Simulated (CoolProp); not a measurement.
Vapour-liquid equilibrium of R125 (1) + dimethyl ether (2) at 33.25 °C; x and y are mole fractions of (1).

The numbers come from the multi-fluid Helmholtz-energy mixture model, Lemmon 2005 and Wu 2011; pair parameters Bell 2016 in CoolProp.

**Question.** Give the bubble pressure and the first vapour's composition at x = 0.05, 0.15, 0.25. Is there an azeotrope?

**Answer.** x = 0.05: 760.9 kPa, y = 0.068; x = 0.15: 800.4 kPa, y = 0.204; x = 0.25: 848.6 kPa, y = 0.337. No azeotrope shows between x = 0.05 and 0.95.

Pair parameters are fitted to limited data, so mixtures are less certain than the pure fluids.
